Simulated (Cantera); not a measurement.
A closed system holds: 1 mol CH3SiCl3, 0.91 mol C2H4, 9.4 mol H2, held at 1023.15 K and 7.80 mbar.

Cantera equilibrium calculation (NASA polynomials, part measured and part estimated; ideal gas, pure solids and liquids). The feed counts by its element totals alone. The tables' values for SiCl3 are old estimates; treat these amounts as uncertain. Equilibrium is a limit: real reactors are often held back by kinetics, nucleation or transport.

```tsv
species	before	after
H2	0.818	0.780
HCl	0.171	0.193
H	4.26e-8	0.0163
SiCl4	0.0102	1.42e-7
SiCl2	3.01e-5	0.00627
Cl	8.19e-9	0.00300
C2H2 (acetylene)	1.72e-9	0.000599
Si	<1e-9	0.000306
SiCl	<1e-9	0.000176
SiH	<1e-9	1.62e-5
SiC2	<1e-9	1.27e-5
C(graphite), mol	1.97	1.90
SiC(s), mol	0.848	0.902
```
Gas species are given as mole fractions.

Question: Which change was made?
A. temperature from 1023.15 K to 925 K
B. temperature from 1023.15 K to 2273 K
C. temperature from 1023.15 K to 1648.15 K
D. temperature from 1023.15 K to 2000 K

Answer: D, temperature from 1023.15 K to 2000 K. The tables' values for SiCl, SiCl3 are old estimates; treat these amounts as uncertain
